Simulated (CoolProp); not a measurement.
Properties of R407C along the isobar 1.09 MPa (Tc = 86.2 °C, pc = 4.632 MPa, ω = 0.363).

The numbers come from the reference Helmholtz-energy equation of state, Lemmon 2003 in CoolProp. It is a pseudo-pure fit of the blend.

| T (°C) | phase | density (kg/m³) | speed of sound (m/s) | viscosity (µPa s) |
|---|---|---|---|---|
| -45.05 | liquid | … | … | 371 |
| -11.15 | liquid | 1278 | 650.9 | 241 |
| 56.85 | gas | 39.35 | 170.7 | 13.9 |
| 90.85 | gas | 34.01 | 185.0 | 15.3 |
| 124.85 | gas | 30.25 | 196.8 | 16.6 |
| 158.85 | gas | 27.38 | … | 18.0 |
| 192.85 | gas | 25.08 | 216.7 | 19.4 |
| 226.85 | gas | 23.17 | 225.6 | 20.7 |

Problem. Fill in the missing entries.

Solution. 
- -45.05, density (kg/m³): 1387
- -45.05, speed of sound (m/s): 816.7
- 158.85, speed of sound (m/s): 207.3

Viscosity comes from a separate model (Geller 2000).
